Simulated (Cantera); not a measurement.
Input: 1 mol SiCl4, 0.013 mol CH4, 660 mol H2, at 2450 K and 0.0150 bar.

These are equilibrium values from Cantera (NASA tables, ideal gas, pure condensed phases), not measurements of a reactor. Candidate condensed phases: C, C6H6, C7H8, C8H18, Si, SiC; 109 gas species. Kinetics and transport are ignored.

Base state: H2 0.842, H 0.151, HCl 0.00494, Si 0.00134, Cl 0.000627, SiH 4.30e-5 (mole fractions); condensed: gas only.

**Question.** What changes in the equilibrium state with this change: pressure from 0.0150 bar to 0.0490 bar?

**Answer.** 
```tsv
species	before	after
H2	0.842	0.906
H	0.151	0.0864
HCl	0.00494	0.00540
Si	0.00134	0.00133
SiH2	4.45e-6	1.56e-5
SiH	4.30e-5	8.03e-5
Cl	0.000627	0.000365
```
Gases not in the tables: Si2H6 and higher silanes.
